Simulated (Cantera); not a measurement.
Standard-state values (1 bar) from the NASA 1993 polynomials, evaluated with Cantera. Values are per mole of reaction as written; species without (g) are pure solids or liquids, kept so even where they would boil at 1 bar.

Cu2O + N(g) = NO(g) + 2 Cu

| T (K) | ΔH° (kJ) | ΔS° (J/K) | ΔG° (kJ) | log10 K | condensed phases |
|---|---|---|---|---|---|
| 300 | -210.7 | 31.3 | -220.1 | 38.32 | Cu2O(s), Cu(s) |
| 1400 | -195.5 | 36.1 | -246.1 | 9.18 | Cu2O(s), Cu(l) |
| 1500 | -196.9 | 35.2 | -249.7 | 8.69 | Cu2O(s), Cu(l) |
| 1600 | -263.5 | -8.7 | -249.6 | 8.15 | Cu2O(l), Cu(l) |
| 1700 | … | … | … | … | Cu2O(l), Cu(l) |
| 1800 | … | … | … | … | Cu2O(l), Cu(l) |
| 1900 | … | … | … | … | Cu2O(l), Cu(l) |
| 2000 | -271.0 | -12.9 | -245.2 | 6.40 | Cu2O(l), Cu(l) |
| 2100 | -272.9 | -13.8 | -243.9 | 6.07 | Cu2O(l), Cu(l) |

### Question
What belongs in the gaps?

### Answer

- 1700, ΔH° (kJ): -265.4
- 1700, ΔS° (J/K): -9.9
- 1700, ΔG° (kJ): -248.6
- 1700, log10 K: 7.64
- 1800, ΔH° (kJ): -267.3
- 1800, ΔS° (J/K): -11.0
- 1800, ΔG° (kJ): -247.6
- 1800, log10 K: 7.19
- 1900, ΔH° (kJ): -269.2
- 1900, ΔS° (J/K): -12.0
- 1900, ΔG° (kJ): -246.5
- 1900, log10 K: 6.78
